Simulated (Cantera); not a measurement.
Mixture: CO : H₂ : O₂ : N₂ = 1 : 0.72 : 1.46 : 5.48 (molar parts), at 1.00 bar, adiabatic and at constant volume. Ignition delay is the time to a rise of 400 K.

Model: GRI-Mech 3.0 (53 species, 325 reactions), integrated in Cantera. Below about 950 K walls govern HO2 and H2O2 in real vessels. Where the delays flatten at high temperature, the 400 K rule measures the pace of heat release, not the induction time.

What does this change do: CO 1 to 0.72 parts?


```tsv
quantity	before	after
delay at 900 K	48.5 ms	66.3 ms
delay at 1100 K	0.116 ms	0.114 ms
delay at 1300 K	45.3 µs	44.9 µs
delay at 1500 K	31.7 µs	32.2 µs
delay at 1700 K	31.0 µs	32.4 µs
```

What does this change do: 0.092 parts H2O added?


```
quantity           before     after
---------------  --------  --------
delay at 900 K    48.5 ms   64.9 ms
delay at 1100 K  0.116 ms  0.120 ms
delay at 1300 K   45.3 µs   45.6 µs
delay at 1500 K   31.7 µs   31.4 µs
delay at 1700 K   31.0 µs   30.2 µs
```
